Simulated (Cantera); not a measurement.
Input: 1 mol MgO, 1.1 mol SiCl4, 10 mol O2, 3.7 mol Cl2, at 502 °C and 1.00 bar.

Cantera equilibrium calculation (NASA polynomials, part measured and part estimated; ideal gas, pure solids and liquids). Candidate condensed phases: Mg, MgCl2, MgO, MgSiO3, Mg2SiO4, Si, SiO2; 20 gas species. Condensed phases not in the tables: alloys, solid solutions and most ternary compounds. Equilibrium is a limit: real reactors are often held back by kinetics, nucleation or transport.

Base state: O2 0.601, Cl2 0.399 (mole fractions); condensed: MgSiO3(s) + SiO2(α-quartz).

**Question.** What changes in the equilibrium state with this change: temperature from 502 °C to 1000 °C?

**Answer.** 
```
species               before     after
-------------------  -------  --------
O2                     0.601     0.599
Cl2                    0.399     0.394
Cl                   3.24e-6   0.00610
MgCl2                  <1e-9  0.000221
ClO                  3.40e-7  0.000163
MgSiO3(s), mol          1.00     0.997
SiO2(α-quartz), mol    0.100         0
SiO2(β-quartz), mol        0     0.103
```
Mutual solubility and eutectic melting of coexisting phases are not modelled. The tables hold silica as quartz up to 1696 K and as liquid above; real silica turns to tridymite and cristobalite and melts near 1996 K.

**Question.** What changes in the equilibrium state with this change: MgO replaced by Al2O3?

**Answer.** 
```csv
species,before,after
O2,0.601,0.601
Cl2,0.399,0.399
"MgSiO3(s), mol",1.00,0
"SiO2(α-quartz), mol",0.100,0.100
"Al2SiO5(andalusite), mol",0,1.00
```
Condensed phases not in the tables: AlOCl, alloys, solid solutions and most ternary compounds. Further candidate phases: Al, AlCl3, Al2O3, Al2SiO5, Al6Si2O13.
